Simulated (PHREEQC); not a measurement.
Solution (25 °C): 140 mmol/kgw NH4HF2 and 62 mmol/kgw H2SiF6. Closed to the air; pH follows from the charge balance.

Equilibrium calculation in PHREEQC: ion-association model, phreeqc.dat.

This is a speciation only: nothing precipitates in the calculation.

Problem. What pH, density does the model give?

Solution. pH 1.88; density 1.005 g/cm³.

Problem. In which forms is F present?

Solution. SiF6-2 57 %, HF 36 %, HF2- 4.7 %, F- 2.7 % of the F.

Complexes and solids missing from the database can't appear. SiF6-2 is the database's only silicon fluoride.
